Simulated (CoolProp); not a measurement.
Saturation properties of R365MFC (Tc = 460.0 K, pc = 3266 kPa, ω = 0.377).

Model: reference Helmholtz-energy equation of state, Lemmon 2016, in CoolProp.

```json
[
 {"T (K)": "265.5", "p (kPa)": "12.42", "liquid density (kg/m³)": "1324", "enthalpy of vaporisation (kJ/kg)": "209.5", "vapour Z": "0.9899", "surface tension (mN/m)": "18.8"},
 {"T (K)": "269.2", "p (kPa)": "15.09", "liquid density (kg/m³)": "1317", "enthalpy of vaporisation (kJ/kg)": "207.9", "vapour Z": "0.9884", "surface tension (mN/m)": "18.4"},
 {"T (K)": "272.9", "p (kPa)": "18.22", "liquid density (kg/m³)": "1310", "enthalpy of vaporisation (kJ/kg)": "206.4", "vapour Z": "0.9867", "surface tension (mN/m)": "18.0"},
 {"T (K)": "276.5", "p (kPa)": "21.75", "liquid density (kg/m³)": "1302", "enthalpy of vaporisation (kJ/kg)": "204.8", "vapour Z": "0.9849", "surface tension (mN/m)": "17.6"},
 {"T (K)": "280.2", "p (kPa)": "25.96", "liquid density (kg/m³)": "1295", "enthalpy of vaporisation (kJ/kg)": "203.2", "vapour Z": "0.9828", "surface tension (mN/m)": "17.1"},
 {"T (K)": "283.9", "p (kPa)": "30.80", "liquid density (kg/m³)": "1287", "enthalpy of vaporisation (kJ/kg)": "201.6", "vapour Z": "0.9805", "surface tension (mN/m)": "16.7"},
 {"T (K)": "287.5", "p (kPa)": "36.19", "liquid density (kg/m³)": "1279", "enthalpy of vaporisation (kJ/kg)": "200.1", "vapour Z": "0.9781", "surface tension (mN/m)": "16.3"},
 {"T (K)": "291.2", "p (kPa)": "42.51", "liquid density (kg/m³)": "1272", "enthalpy of vaporisation (kJ/kg)": "198.4", "vapour Z": "0.9754", "surface tension (mN/m)": "15.9"},
 {"T (K)": "294.9", "p (kPa)": "49.68", "liquid density (kg/m³)": "1264", "enthalpy of vaporisation (kJ/kg)": "196.8", "vapour Z": "0.9725", "surface tension (mN/m)": "15.5"},
 {"T (K)": "298.6", "p (kPa)": "57.81", "liquid density (kg/m³)": "1256", "enthalpy of vaporisation (kJ/kg)": "195.1", "vapour Z": "0.9694", "surface tension (mN/m)": "15.0"},
 {"T (K)": "302.2", "p (kPa)": "66.70", "liquid density (kg/m³)": "1248", "enthalpy of vaporisation (kJ/kg)": "193.4", "vapour Z": "0.9660", "surface tension (mN/m)": "14.6"},
 {"T (K)": "305.9", "p (kPa)": "76.94", "liquid density (kg/m³)": "1240", "enthalpy of vaporisation (kJ/kg)": "191.7", "vapour Z": "0.9624", "surface tension (mN/m)": "14.2"},
 {"T (K)": "309.6", "p (kPa)": "88.40", "liquid density (kg/m³)": "1232", "enthalpy of vaporisation (kJ/kg)": "190.0", "vapour Z": "0.9585", "surface tension (mN/m)": "13.8"},
 {"T (K)": "313.2", "p (kPa)": "100.8", "liquid density (kg/m³)": "1224", "enthalpy of vaporisation (kJ/kg)": "188.3", "vapour Z": "0.9544", "surface tension (mN/m)": "13.4"}
]
```

It boils at 313.3 K under 1 atm.

Surface tension comes from a separate correlation (Mulero 2012).
